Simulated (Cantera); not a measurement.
Feed: 1 mol SiCl4, 2.4 mol Cl2, 1.7 mol H2, at 1200 K and 1.40 bar.

These are equilibrium values from Cantera (NASA tables, ideal gas, pure condensed phases), not measurements of a reactor. Candidate condensed phases: Si; 19 gas species. Kinetics and transport are ignored.

Base state: HCl 0.666, SiCl4 0.196, Cl2 0.136, Cl 0.00148 (mole fractions); condensed: gas only.

Problem. What changes in the equilibrium state with this change: 0.83 mol O2 added?

Solution. 
```csv
species,before,after
HCl,0.666,0.573
Cl2,0.136,0.396
SiCl4,0.196,0.0286
H2O,0,1.72e-5
Cl,0.00148,0.00251
"SiO2(β-quartz), mol",0,0.830
```
The tables hold silica as quartz up to 1696 K and as liquid above; real silica turns to tridymite and cristobalite and melts near 1996 K. Further candidate phases: H2O, SiO2.
